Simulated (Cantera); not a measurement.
Cantera run, input and output.

```python
import numpy as np
import cantera as ct

gas = ct.Solution("gri30.yaml")


def delay(T, t_max=10):
    gas.TPX = T, 30000, {'H2': 1, 'O2': 1, 'N2': 3.76}
    reactor = ct.IdealGasConstPressureReactor(gas, clone=False)
    net = ct.ReactorNet([reactor])
    net.rtol, net.atol = 1e-8, 1e-16
    while net.time < t_max:
        t_old, T_old = net.time, reactor.T
        net.step()
        if reactor.T > T + 400:  # ignition: a rise of 400 K
            return t_old + (T + 400 - T_old) / (reactor.T - T_old) * (net.time - t_old)
    return np.nan


taus = []
for T in [1150, 1225, 1300, 1375, 1450, 1525, 1600, 1675, 1750]:
    taus.append(delay(T))
    print(f"T0 = {T:6g} K   tau = {taus[-1]:.4e} s")
```

It prints:

```
T0 =   1150 K   tau = 2.4577e-04 s
T0 =   1225 K   tau = 1.9639e-04 s
T0 =   1300 K   tau = 1.7383e-04 s
T0 =   1375 K   tau = 1.6691e-04 s
T0 =   1450 K   tau = 1.7024e-04 s
T0 =   1525 K   tau = 1.8097e-04 s
T0 =   1600 K   tau = 1.9757e-04 s
T0 =   1675 K   tau = 2.1920e-04 s
T0 =   1750 K   tau = 2.4542e-04 s
```

Computed with Cantera and GRI-Mech 3.0 (53 species, 325 reactions). Where the delays flatten at high temperature, the 400 K rule measures the pace of heat release, not the induction time.
